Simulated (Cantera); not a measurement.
A Cantera script and what it prints.

```python
import numpy as np
import cantera as ct

gas_names = """
    CL CL2 H HCL H2 N NH NH2 NH3 N2 N2H2 N2H4 Si SiCL SiCL2 SiCL3 SiCL4 SiH SiHCL3 SiH2 SiH2CL2 SiH3
    SiH3CL SiH4 SiN Si2 Si2N Si3
""".split()
cond_names = """
    NH4CL(a) NH4CL(b) Si(cr) Si(L) Si3N4(a)
""".split()


def load(file, names, dense=False):
    # The tables refer to 1 bar. Condensed volumes are neglected.
    table = {s.name: s for s in ct.Species.list_from_file(file)}
    out = []
    for n in names:
        d = dict(table[n].input_data)
        d["thermo"] = dict(d["thermo"], **{"reference-pressure": 1e5})
        if dense:
            d["equation-of-state"] = {"model": "constant-volume", "density": "1e6 g/cm^3"}
        out.append(ct.Species.from_dict(d))
    return out


gas = ct.Solution(thermo="ideal-gas", species=load("nasa_gas.yaml", gas_names))
cond = {s.name: ct.Solution(thermo="fixed-stoichiometry", species=[s], name=s.name)
        for s in load("nasa_condensed.yaml", cond_names, dense=True)}
atoms = {
    'SiHCl3': {'Si': 1, 'H': 1, 'CL': 3},
    'N2': {'N': 2},
}
top_T = {'Si3N4(a)': 2400}  # K; cautious upper limits of use, not melting points


def equilibrate(T, P, feed):
    n = {}
    for name, mol in feed.items():
        for a, k in atoms[name].items():
            n[a] = n.get(a, 0.0) + k * mol
    gas.TPX = T, P, n
    mass = sum(n.values()) * gas.mean_molecular_weight
    gas.equilibrate("TP")
    valid = [c for c in cond.values() if c.min_temp <= T <= top_T.get(c.name, c.max_temp)]
    mix = ct.Mixture([(gas, mass / gas.mean_molecular_weight)] + [(c, 0.0) for c in valid])
    mix.T, mix.P = T, P
    mix.equilibrate("TP", solver="vcs", rtol=1e-11, max_steps=5000)
    return mix


results = []
feed = {'SiHCl3': 1, 'N2': 13}  # mol
P = 6400  # Pa
for T in [923, 998, 1073, 1148, 1223, 1298, 1373, 1448, 1523, 1598, 1673, 1748]:
    mix = equilibrate(T, P, feed)
    results.append((T, P, feed, dict(zip(mix.species_names, mix.species_moles))))

top = {s: max(r[3][s] / sum(r[3][g] for g in gas_names) for r in results) for s in gas_names}
cols = sorted((s for s in top if top[s] > 0.0001), key=lambda s: -top[s])[:5]
seen = [c for c in cond_names if any(r[3].get(c, 0) > 1e-12 for r in results)]
print("log10 of partial pressures in bar; condensed amounts in mol")
print(f"{'T/K':>10s}" + "".join(f"{s[:9]:>10s}" for s in cols + seen))
for T, P, feed, n in results:
    ng = sum(n[g] for g in gas_names)
    print(f"{T:10.4g}" + "".join(f"{np.log10(max(n[s] / ng * P / 1e5, 1e-99)):10.3f}" for s in cols)
          + "".join(f"{n.get(c, 0):10.4g}" for c in seen))
```

Result:

```
log10 of partial pressures in bar; condensed amounts in mol
       T/K        N2       HCL     SiCL2     SiCL4     SiCL3  Si3N4(a)
       923    -1.241    -2.440    -8.820    -2.605    -6.515    0.1502
       998    -1.241    -2.429    -7.620    -2.609    -5.810    0.1519
      1073    -1.241    -2.421    -6.592    -2.613    -5.205    0.1531
      1148    -1.241    -2.414    -5.702    -2.618    -4.681    0.1538
      1223    -1.241    -2.410    -4.925    -2.627    -4.227    0.1535
      1298    -1.242    -2.407    -4.246    -2.646    -3.834    0.1507
      1373    -1.243    -2.407    -3.657    -2.690    -3.506    0.1418
      1448    -1.244    -2.412    -3.162    -2.792    -3.259    0.1194
      1523    -1.248    -2.428    -2.780    -3.010    -3.133    0.0771
      1598    -1.251    -2.459    -2.533    -3.404    -3.166   0.02428
      1673    -1.253    -2.468    -2.445    -3.776    -3.270         0
      1748    -1.254    -2.445    -2.429    -3.995    -3.338         0
```

These are equilibrium values from Cantera (NASA tables, ideal gas, pure condensed phases), not measurements of a reactor. N2 is the only nitrogen source here; it is nearly inert below about 1500 K, so the nitride shown seldom forms there in practice. The tables' values for SiCl3, SiCl are old estimates; treat these amounts as uncertain.
